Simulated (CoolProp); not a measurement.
Acetone along the isotherm 550 K: density (kg/m³) from the reference equation and from simpler models built on Tc = 508.1 K, pc = 4692 kPa, ω = 0.307; each cubic takes its own stable root.

Values from CoolProp's reference Helmholtz-energy equation of state, Lemmon 2006. It is a short technical equation, of lower accuracy than the large ones.

| p (kPa) | phase | reference |
|---|---|---|
| 22.3 | gas | 0.2836 |
| 45.7 | gas | 0.5821 |
| 93.9 | gas | 1.200 |
| 193 | gas | 2.482 |
| 396 | gas | 5.161 |
| 813 | gas | 10.90 |
| 1670 | gas | 23.85 |
| 3430 | gas | 57.23 |
| 7040 | supercritical | 211.7 |

**Question.** How far does each simpler model (ideal gas, van der Waals, Soave-Redlich-Kwong) lie from the reference over these 9 states: mean and median of the absolute difference, and the worst?

**Answer.** 
- ideal gas: mean 11.4 %, median 2.6 %, worst -57.8 % at 550 K and 7040 kPa
- van der Waals: mean 0.9 %, median 0.5 %, worst -3.1 % at 550 K and 3430 kPa
- Soave-Redlich-Kwong: mean 2.4 %, median 0.4 %, worst -15.4 % at 550 K and 7040 kPa
